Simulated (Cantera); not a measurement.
A closed system holds: 1 mol Cr, 0.69 mol NH₃, 0.43 mol N₂O.

Method: chemical equilibrium by Gibbs-energy minimisation in Cantera with the NASA 1993 tables (ideal gas, pure condensed phases). Candidate condensed phases: Cr, CrN, Cr₂N, Cr₂O₃, H₂O; 29 gas species. Mutual solubility and eutectic melting of coexisting phases are not modelled. Kinetics and transport are ignored.

**Question.** What condenses at these points (T in °C, P in Pa): (1177, 0.10); (1127, 1000000); (1327, 40000); (1477, 2.5); (1327, 63); (1127, 63); (1177, 1000000); (1327, 200000)?

**Answer.** 
```
T (°C)  P in Pa    condensed phases  Cr condensed (%)
------  -------  ------------------  ----------------
1177       0.10          Cr + Cr₂O₃              56.3
1127    1000000         CrN + Cr₂O₃             100.0
1327      40000   Cr + Cr₂N + Cr₂O₃             100.0
1477        2.5               Cr₂O₃              27.1
1327         63          Cr + Cr₂O₃              98.9
1127         63          Cr + Cr₂O₃             100.0
1177    1000000  CrN + Cr₂N + Cr₂O₃             100.0
1327     200000        Cr₂N + Cr₂O₃             100.0
```
